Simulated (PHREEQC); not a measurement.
1 g of hydrous ferric oxide (600 m²/g; 0.2 weak and 0.005 strong sites per Fe, Dzombak-Morel constants, diffuse double layer) in 1 kg of water with 0.005 mol/kgw of an inert sodium salt and 0.0048 mmol/kgw SrCl2 and 0.027 mmol/kgw MgCl2, at 25 °C; the pH is set by adding NaOH or the inert anion's acid. Oxygen alone is held at its pressure in air (log pO2 = -0.68). The system is closed to CO2. Precipitation was switched off in this run.

Base run: PHREEQC, ion-association model, wateq4f.dat. Each further column changes one thing. The table gives Sr sorbed (%).

```csv
pH,base,no electrostatic term (-no_edl),background salt from 0.005 to 0.0005 mol/kgw,oxide from 1 to 5 g/kgw,0.003 mol/kgw Ag2SO4 added
4,0.0,0.2,0.0,0.0,0.0
4.5,0.0,0.7,0.0,0.0,0.0
5.5,0.0,6.2,0.0,0.0,0.1
6,0.0,16.7,0.0,0.2,0.0
6.5,0.3,36.1,0.3,1.7,0.0
7.5,18.1,70.7,19.5,52.9,0.2
8,64.0,75.5,67.6,90.8,0.8
8.5,93.7,74.2,95.0,98.9,2.3
9.5,99.9,53.4,99.9,100.0,4.3
10,100.0,40.6,100.0,100.0,4.6
```

 In at least one series the solution becomes supersaturated in solids that the run did not let form, among them Cerargyrite, Ag2O.
